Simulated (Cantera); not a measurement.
What does this Cantera script print?

```python
import numpy as np
import cantera as ct

gas_names = """
    B BF BF2 BF3 BH BHF2 BH2 BH3 BN B2 F F2 H HF H2 H2F2 H3F3 H4F4 H5F5 H6F6 H7F7 N NF NF2 NF3 NH NH2
    NH3 N2 N2H2 N2H4
""".split()
cond_names = """
    B(b) B(L) BN(s)
""".split()


def load(file, names, dense=False):
    # The tables refer to 1 bar. Condensed volumes are neglected.
    table = {s.name: s for s in ct.Species.list_from_file(file)}
    out = []
    for n in names:
        d = dict(table[n].input_data)
        d["thermo"] = dict(d["thermo"], **{"reference-pressure": 1e5})
        if dense:
            d["equation-of-state"] = {"model": "constant-volume", "density": "1e6 g/cm^3"}
        out.append(ct.Species.from_dict(d))
    return out


gas = ct.Solution(thermo="ideal-gas", species=load("nasa_gas.yaml", gas_names))
cond = {s.name: ct.Solution(thermo="fixed-stoichiometry", species=[s], name=s.name)
        for s in load("nasa_condensed.yaml", cond_names, dense=True)}
atoms = {
    'BN': {'B': 1, 'N': 1},
    'HF': {'H': 1, 'F': 1},
    'H2': {'H': 2},
}
top_T = {'BN(s)': 3200}  # K; cautious upper limits of use, not melting points


def equilibrate(T, P, feed):
    n = {}
    for name, mol in feed.items():
        for a, k in atoms[name].items():
            n[a] = n.get(a, 0.0) + k * mol
    gas.TPX = T, P, n
    mass = sum(n.values()) * gas.mean_molecular_weight
    gas.equilibrate("TP")
    valid = [c for c in cond.values() if c.min_temp <= T <= top_T.get(c.name, c.max_temp)]
    mix = ct.Mixture([(gas, mass / gas.mean_molecular_weight)] + [(c, 0.0) for c in valid])
    mix.T, mix.P = T, P
    mix.equilibrate("TP", solver="vcs", rtol=1e-11, max_steps=5000)
    return mix


results = []
feed = {'BN': 1, 'HF': 1.1, 'H2': 25}  # mol
P = 100000  # Pa
for T in [1473, 1548, 1623, 1698, 1773, 1848, 1923, 1998, 2073]:
    mix = equilibrate(T, P, feed)
    results.append((T, P, feed, dict(zip(mix.species_names, mix.species_moles))))

top = {s: max(r[3][s] / sum(r[3][g] for g in gas_names) for r in results) for s in gas_names}
cols = sorted((s for s in top if top[s] > 1e-06), key=lambda s: -top[s])[:5]
seen = [c for c in cond_names if any(r[3].get(c, 0) > 1e-12 for r in results)]
print("log10 of partial pressures in bar; condensed amounts in mol")
print(f"{'T/K':>10s}" + "".join(f"{s[:9]:>10s}" for s in cols + seen))
for T, P, feed, n in results:
    ng = sum(n[g] for g in gas_names)
    print(f"{T:10.4g}" + "".join(f"{np.log10(max(n[s] / ng * P / 1e5, 1e-99)):10.3f}" for s in cols)
          + "".join(f"{n.get(c, 0):10.4g}" for c in seen))
```

It prints:

```
log10 of partial pressures in bar; condensed amounts in mol
       T/K        H2        HF       BF3        N2        BF     BN(s)
      1473    -0.011    -2.044    -1.978    -2.249    -6.314    0.7053
      1548    -0.012    -2.014    -1.998    -2.252    -5.593    0.7075
      1623    -0.012    -1.989    -2.022    -2.252    -4.942    0.7076
      1698    -0.012    -1.969    -2.054    -2.248    -4.355     0.705
      1773    -0.013    -1.954    -2.097    -2.238    -3.825    0.6979
      1848    -0.013    -1.945    -2.156    -2.218    -3.349    0.6838
      1923    -0.014    -1.944    -2.240    -2.185    -2.926    0.6583
      1998    -0.015    -1.954    -2.360    -2.135    -2.556    0.6152
      2073    -0.017    -1.980    -2.531    -2.066    -2.241    0.5474
```

Equilibrium computed with Cantera from the NASA thermochemical tables; the gas is ideal and each condensed phase is pure. The tables' values for BF2, BH2 are old estimates; treat these amounts as uncertain.
